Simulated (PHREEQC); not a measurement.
Make-up at 20 °C: 0.013 mol/kgw FeCl3, 0.0035 mol/kgw Na2SeO4 and 0.0049 mol/kgw NaCl. Closed to the air; pH follows from the charge balance.

Equilibrium calculation in PHREEQC: ion-association model, wateq4f.dat.

The pH is 2.32, the ionic strength is 0.0808 mol/kgw and the total alkalinity is -26.0 meq/kg.

```csv
species,molality,activity,log γ
Cl-,0.0415,0.0324,-0.107
Na+,0.0119,0.00948,-0.099
H+,0.00570,0.00476,-0.078
Fe+3,0.00504,0.000996,-0.704
SeO4-2,0.00320,0.00128,-0.399
FeOH+2,0.00247,0.000999,-0.392
FeCl+2,0.00205,0.000830,-0.392
Fe2(OH)2+4,0.00130,3.32e-5,-1.595
HSeO4-,0.000304,0.000241,-0.100
Fe3(OH)4+5,0.000197,6.34e-7,-2.492
FeCl2+,0.000178,0.000141,-0.100
```

Precipitation was switched off in this run. Saturation is exceeded, for instance for Hematite (slow to form), Goethite (slow to form); the values hold only as long as no solid forms.
